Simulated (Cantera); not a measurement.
**Ignition delay**

Mixture: CH4 : CO : O2 : N2 = 1 : 0.43 : 1.3 : 4.9 (molar parts), equivalence ratio 1.7, at 1.01 bar, adiabatic and at constant volume. Ignition delay is the time to a rise of 400 K.

Model: GRI-Mech 3.0 (53 species, 325 reactions), integrated in Cantera.

```json
[
 {"T0 (K)": "1000", "delay (ms)": "2770"},
 {"T0 (K)": "1050", "delay (ms)": "1040"},
 {"T0 (K)": "1100", "delay (ms)": "420"},
 {"T0 (K)": "1150", "delay (ms)": "179"},
 {"T0 (K)": "1200", "delay (ms)": "79.9"},
 {"T0 (K)": "1250", "delay (ms)": "37.3"},
 {"T0 (K)": "1300", "delay (ms)": "18.1"},
 {"T0 (K)": "1350", "delay (ms)": "9.14"},
 {"T0 (K)": "1400", "delay (ms)": "4.79"},
 {"T0 (K)": "1450", "delay (ms)": "2.60"}
]
```

```json
{
  "apparent activation energy between 1350 and 1450 K": "200 kJ/mol"
}
```
